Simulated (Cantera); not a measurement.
Cantera with NASA thermochemical tables; ideal gases at 1 bar, condensed phases pure. Values are per mole of reaction as written; species without (g) are pure solids or liquids, kept so even where they would boil at 1 bar.

### Question
Between 1623 and 1873 K, where is each reaction favourable under standard conditions?
- Br₂(g) + 2 H(g) = 2 HBr(g)

### Answer
- Br₂(g) + 2 H(g) = 2 HBr(g): ΔG° is -388 kJ at 1623 K and -361 kJ at 1873 K; it stays negative (K > 1). ΔH° is -562 kJ and ΔS° -107 J/K at 1873 K.
